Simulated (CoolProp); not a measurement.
Properties of isohexane at several states.

The numbers come from the reference Helmholtz-energy equation of state, Lemmon 2006 in CoolProp. It is a short technical equation, of lower accuracy than the large ones.

| T (K) | p (MPa) | phase | cp (kJ/(kg K)) | cv (kJ/(kg K)) | Joule-Thomson coefficient (K/MPa) | isothermal compressibility (1/MPa) | fugacity coefficient |
|---|---|---|---|---|---|---|---|
| 347.1 | 0.938 | liquid | 2.479 | 1.934 | -0.2771 | 0.003007 | 0.1601 |
| 381.6 | 5.81 | liquid | 2.630 | 2.080 | -0.2120 | 0.003799 | 0.07523 |
| 520.7 | 0.149 | gas | … | … | 6.552 | 6.812 | 0.9856 |
| 262.3 | 0.588 | liquid | … | 1.585 | -0.4702 | 0.001306 | 0.008778 |

Problem. Fill in the missing entries.

Solution. 
- 520.7, cp (kJ/(kg K)): 2.642
- 520.7, cv (kJ/(kg K)): 2.538
- 262.3, cp (kJ/(kg K)): 2.071
